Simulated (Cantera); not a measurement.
A perfectly stirred reactor is fed with 28.7 % H₂, 14.9 % O₂, 56.2 % N₂, 0.155 % NO, at 2.30 bar; it is adiabatic with a 673 K inlet, and is followed from long to short residence time, starting on the burning branch (τ in s: 0.31, 0.11, 0.038, 0.013, 0.0047, 0.0017, 0.00059, 0.00021, 7.3e-05).

Detailed kinetics in Cantera: GRI-Mech 3.0 (53 species, 325 reactions). The hydrogen kinetics of GRI-Mech 3.0 are dated; newer H2 mechanisms differ, most at raised pressure. The mechanism lacks 2 NO + O2 → 2 NO2 and HONO, so NO2 and the effect of NO are under-described below about 1400 K.

x: mole fraction; the columns are a selection and need not sum to one.

```
τ (s)    T (K)    x H₂    x O₂     x NO         x O   x H₂O₂
-------  -----  ------  ------  -------  ----------  -------
0.31      2573  0.0167  0.0105  0.00525     0.00140  3.91e-7
0.11      2573  0.0167  0.0106  0.00519     0.00141  3.91e-7
0.038     2572  0.0168  0.0107  0.00502     0.00143  3.93e-7
0.013     2568  0.0171  0.0110  0.00460     0.00149  3.97e-7
0.0047    2559  0.0179  0.0116  0.00386  (withheld)  4.05e-7
0.0017    2535  0.0200  0.0129  0.00299  (withheld)  4.18e-7
0.00059   2476  0.0245  0.0151  0.00232  (withheld)  4.45e-7
0.00021   2368  0.0316  0.0185  0.00197  (withheld)  5.24e-7
7.3e-5    2205  0.0400  0.0232  0.00182  (withheld)  7.27e-7
```

Q: Some entries are withheld; supply them.

A: 
- 0.0047, x O: 0.00164
- 0.0017, x O: 0.00200
- 0.00059, x O: 0.00287
- 0.00021, x O: 0.00462
- 7.3e-5, x O: 0.00745
